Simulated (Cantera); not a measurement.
An adiabatic, constant-volume homogeneous reactor starts with CO : H2 : CH4 : O2 : N2 = 1 : 0.69 : 0.24 : 1.74 : 17.4 (molar parts), equivalence ratio 0.76, at 1075 K and 0.970 bar. Integrator tolerance rtol = 1e-08.

Cantera simulation using GRI-Mech 3.0 (53 species, 325 reactions); the numbers are that mechanism's predictions, not measurements.

Task: What does this change do: pressure from 0.970 bar to 19.0 bar?

Result: 
| quantity | before | after |
|---|---|---|
| time of steepest temperature rise | 1.14 ms | 2.00 ms |
| temperature at 0.600 s | 2136 K | 2148 K |
| equilibrium temperature | 2134 K | 2148 K |
| x(CO) at 0.600 s | 0.00122 (gas-phase equilibrium 0.00121) | 0.000310 (gas-phase equilibrium 0.000310) |
| x(H2) at 0.600 s | 0.000228 (gas-phase equilibrium 0.000227) | 5.73e-5 (gas-phase equilibrium 5.73e-5) |
| x(CH4) at 0.600 s | <1e-12 (gas-phase equilibrium <1e-12) | <1e-12 (gas-phase equilibrium <1e-12) |
| x(H) at 0.600 s | 4.34e-5 (gas-phase equilibrium 4.29e-5) | 5.27e-6 (gas-phase equilibrium 5.27e-6) |
| x(HCN) at 0.600 s | <1e-12 (gas-phase equilibrium <1e-12) | <1e-12 (gas-phase equilibrium <1e-12) |
| x(CH2O) at 0.600 s | <1e-12 (gas-phase equilibrium <1e-12) | <1e-12 (gas-phase equilibrium <1e-12) |
The pressure lies above the range GRI-Mech 3.0 was tuned for (to about 10 atm).

Task: What does this change do: initial temperature 1075 to 1623 K?

Result: 
```
quantity                                                              before                                      after
---------------------------------  -----------------------------------------  -----------------------------------------
time of steepest temperature rise                                    1.14 ms                                    45.4 µs
temperature at 0.600 s                                                2136 K                                     2487 K
equilibrium temperature                                               2134 K                                     2487 K
x(CO) at 0.600 s                     0.00122 (gas-phase equilibrium 0.00121)      0.0102 (gas-phase equilibrium 0.0102)
x(H2) at 0.600 s                   0.000228 (gas-phase equilibrium 0.000227)    0.00172 (gas-phase equilibrium 0.00172)
x(CH4) at 0.600 s                      <1e-12 (gas-phase equilibrium <1e-12)      <1e-12 (gas-phase equilibrium <1e-12)
x(H) at 0.600 s                      4.34e-5 (gas-phase equilibrium 4.29e-5)  0.000827 (gas-phase equilibrium 0.000827)
x(HCN) at 0.600 s                      <1e-12 (gas-phase equilibrium <1e-12)  3.81e-11 (gas-phase equilibrium 3.81e-11)
x(CH2O) at 0.600 s                     <1e-12 (gas-phase equilibrium <1e-12)  1.01e-11 (gas-phase equilibrium 1.01e-11)
```
